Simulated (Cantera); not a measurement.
Charge: 1 mol CH₄, 0.78 mol H₂O, 0.71 mol H₂, equilibrated at 10.0 bar.

Method: chemical equilibrium by Gibbs-energy minimisation in Cantera with the NASA 1993 tables (ideal gas, pure condensed phases). Candidate condensed phases: C, C₆H₆, C₇H₈, C₈H₁₈, H₂O; 110 gas species. Kinetics and transport are ignored.

**Question.** At 850 °C, list the 6 most abundant gas species with their mole fractions, and the condensed phases.

**Answer.** H₂ 0.663, CO 0.137, CH₄ 0.129, H₂O 0.0599, CO₂ 0.0113, C₂H₆ 1.17e-5. Condensed: C(graphite).
